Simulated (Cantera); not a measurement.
Standard-state values (1 bar) from the NASA 1993 polynomials, evaluated with Cantera. Values are per mole of reaction as written; species without (g) are pure solids or liquids, kept so even where they would boil at 1 bar.

Problem. Between 300 and 1875 K, where is each reaction favourable under standard conditions?
- 2 NH3(g) + 2 Al ⇌ 2 AlN + 3 H2(g)

Solution. 
- 2 NH3(g) + 2 Al ⇌ 2 AlN + 3 H2(g): ΔG° is -541 kJ at 300 K and -549 kJ at 1875 K; it stays negative (K > 1). ΔH° is -545 kJ and ΔS° 2 J/K at 1875 K.
